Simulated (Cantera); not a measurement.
A freely propagating, adiabatic, planar premixed flame of CH₄ : C₂H₆ : C₃H₈ : O₂ : N₂ = 1 : 1 : 0.049 : 5.22 : 19.6 (molar parts), unburnt at 625 K and 2.50 bar; mixture-averaged transport, grid criteria slope 0.08 and curve 0.16, no radiation.

Detailed kinetics in Cantera: GRI-Mech 3.0 (53 species, 325 reactions). Burning velocities carry a grid error of a few per cent, more on coarse grids.

**Question.** What does this change do: O2 5.22 to 6.8 parts?

**Answer.** 
```
quantity                    before     after
------------------------  --------  --------
laminar burning velocity  123 cm/s  156 cm/s
thermal thickness         0.135 mm  0.112 mm
peak x(HCN)                9.87e-6   2.26e-6
peak x(OH)                 0.00950    0.0143
```

**Question.** What does this change do: N2 19.6 to 25 parts?

**Answer.** 
```csv
quantity,before,after
laminar burning velocity,123 cm/s,82.0 cm/s
thermal thickness,0.135 mm,0.180 mm
peak x(HCN),9.87e-6,7.78e-6
peak x(OH),0.00950,0.00577
```
